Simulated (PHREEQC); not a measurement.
Spent oxide etchant: an equilibrium model

Make-up at 25 °C: 0.4 mol HF, 0.001 mol (NH4)2SiF6, 0.18 mol H3BO3 and 0.022 mol HCl per kg of water. Closed to the air; pH follows from the charge balance.

Computed with PHREEQC (ion-association model, phreeqc.dat).

Each row changes one thing in this solution. This is a speciation only: nothing precipitates in the calculation.

| case | pH | ionic strength (mol/kgw) | HF (mol/kgw) | BF3OH- (mol/kgw) | BF2(OH)2- (mol/kgw) | F- (mol/kgw) |
|---|---|---|---|---|---|---|
| as made | 1.00 | 0.125 | 0.00673 | 0.00499 | 0.000979 | 6.23e-5 |
| HCl from 0.022 to 0.0022 mol/kgw | 1.07 | 0.105 | 0.00651 | 0.00517 | 0.00105 | 6.97e-5 |
| HCl from 0.022 to 0.22 mol/kgw | 0.60 | 0.322 | 0.00785 | 0.00408 | 0.000652 | 3.39e-5 |
| temperature from 25 to 20 °C | 1.00 | 0.125 | 0.00608 | 0.00502 | 0.000908 | 6.13e-5 |
| (NH4)2SiF6 left out | 1.00 | 0.122 | 0.00673 | 0.00498 | 0.000978 | 6.20e-5 |
| 0.014 mol/kgw H3PO4 added | 1.00 | 0.126 | 0.00674 | 0.00498 | 0.000975 | 6.19e-5 |
| HCl from 0.022 to 0.11 mol/kgw | 0.78 | 0.212 | 0.00738 | 0.00446 | 0.000780 | 4.42e-5 |
| HF from 0.4 to 0.36 mol/kgw | 1.04 | 0.115 | 0.00626 | 0.00482 | 0.00102 | 6.21e-5 |
| 0.013 mol/kgw NaCl added | 1.00 | 0.138 | 0.00668 | 0.00500 | 0.000986 | 6.30e-5 |

Some of these states are supersaturated (in Quartz (slow to form), for instance). SiF6-2 is the database's only silicon fluoride. Real BF4- forms and hydrolyses slowly; the run takes it at equilibrium.
